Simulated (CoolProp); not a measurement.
Model: reference Helmholtz-energy equation of state, Lemmon 2006, in CoolProp. It is a short technical equation, of lower accuracy than the large ones.

For C2F6 (R116), give the phase and the cp (kJ/(kg K)) at 362 K and 0.359 MPa; 370.6 K and 1.35 MPa; 189.4 K and 0.414 MPa.


- 362 K and 0.359 MPa: gas; cp 0.872
- 370.6 K and 1.35 MPa: gas; cp 0.910
- 189.4 K and 0.414 MPa: liquid; cp 0.927
